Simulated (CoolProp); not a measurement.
Vapour-liquid equilibrium of ethylene (1) + n-perfluorobutane (2) at 262.1 K; x and y are mole fractions of (1).

Computed with CoolProp (multi-fluid Helmholtz-energy mixture model, Smukala 2000 and Gao 2022; pair parameters Bell 2016).

**Question.** Give the bubble pressure and the first vapour's composition at x = 0.2, 0.65, 0.8. Is there an azeotrope?

**Answer.** x = 0.2: 1.079 MPa, y = 0.926; x = 0.65: 2.191 MPa, y = 0.960; x = 0.8: 2.475 MPa, y = 0.969. No azeotrope shows between x = 0.05 and 0.95.

Pair parameters are fitted to limited data, so mixtures are less certain than the pure fluids. The gap from Raoult's law changes sign with composition, which may be real or a fault of the pair parameters; it wasn't checked against measurements. With so large a gap from Raoult's law the liquid may split in two, which this calculation doesn't test in full.
